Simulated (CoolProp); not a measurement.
The numbers come from the reference Helmholtz-energy equation of state, Lemmon 2006 in CoolProp. It is a short technical equation, of lower accuracy than the large ones.

### Question
Give the vapour pressure (kPa), liquid density (kg/m³), vapour density (kg/m³), liquid cp (kJ/(kg K)) of saturated acetone at 172.55 °C.

### Answer
| T (°C) | p (kPa) | liquid density (kg/m³) | vapour density (kg/m³) | liquid cp (kJ/(kg K)) |
|---|---|---|---|---|
| 172.55 | 1740 | 578 | 39.0 | 2.87 |
